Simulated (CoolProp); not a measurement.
R407C along the isobar 18900 kPa: density (kg/m³) from the reference equation and from simpler models built on Tc = 86.2 °C, pc = 4632 kPa, ω = 0.363; each cubic takes its own stable root.

Values from CoolProp's reference Helmholtz-energy equation of state, Lemmon 2003. It is a pseudo-pure fit of the blend.

```tsv
T (°C)	phase	reference	van der Waals	Soave-Redlich-Kwong	Peng-Robinson
48.25	liquid	1157	762.9	1039	1165
66.05	liquid	1099	740.9	979.6	1096
83.95	liquid	1036	718.0	915.6	1020
101.85	supercritical	968.7	694.4	847.6	939.2
119.65	supercritical	898.0	670.1	777.3	855.5
137.55	supercritical	823.9	645.1	706.8	771.9
155.35	supercritical	749.6	619.6	640.0	693.8
173.25	supercritical	677.9	593.5	579.4	624.1
191.15	supercritical	612.9	567.1	527.1	564.8
208.95	supercritical	556.9	541.0	483.2	515.6
226.85	supercritical	509.5	515.0	446.3	474.5
```
